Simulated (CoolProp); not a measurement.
R11 at 258.34 K and 3.21 MPa flows at 5.2 m/s in a round tube of 4.6 mm bore and 1.5 µm roughness, fully developed (64/Re and Nu = 3.66 if laminar; Colebrook and Gnielinski if turbulent). Each further row changes one setting.

Computed with CoolProp (reference Helmholtz-energy equation of state, Jacobsen 1992).

```tsv
case	Reynolds number	Darcy friction factor	pressure drop (Pa/m)	heat-transfer coefficient (W/(m² K))	mass flow (kg/h)
as stated	___	0.0217	___	7380	489
velocity 10.4 m/s	109000	0.0193	___	13700	___
diameter 9.2 mm	109000	___	___	___	1960
```

Q: Complete the blanks.

A: 
- as stated, Reynolds number: 54300
- as stated, pressure drop (Pa/m): 100000
- velocity 10.4 m/s, pressure drop (Pa/m): 358000
- velocity 10.4 m/s, mass flow (kg/h): 979
- diameter 9.2 mm, Darcy friction factor: 0.0186
- diameter 9.2 mm, pressure drop (Pa/m): 42900
- diameter 9.2 mm, heat-transfer coefficient (W/(m² K)): 6670

Viscosity comes from a separate model (Klein 1997), an estimate that may be off by 10 % or more. Thermal conductivity comes from a separate model (McLinden 2000), an estimate that may be off by 10 % or more.
